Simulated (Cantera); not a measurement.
An isothermal, constant-pressure homogeneous reactor starts with 0.826 % C2H6, 99.2 % N2, at 1975 K and 1.58 atm.

Detailed kinetics in Cantera: GRI-Mech 3.0 (53 species, 325 reactions). GRI-Mech 3.0 stops at C3 and has no aromatics, soot or wall deposition, so with more carbon than oxygen in the feed, carbon stays in small species such as C2H2 where larger ones or solid carbon would form.

One state of this run: x C2H6 = 5.50e-6; x H2 = 0.0131; x CH3 = 0.000483; x H = 0.000253; x C2H = 2.23e-6; x HCN = 7.12e-5; x CH4 = 0.00145. x: mole fraction; the columns are a selection and need not sum to one.

Question: Which value of t (s) does it belong to?
A. 0.000674
B. 8.49
C. 6.36e-5
D. 1.95e-5

Answer: C, 6.36e-5
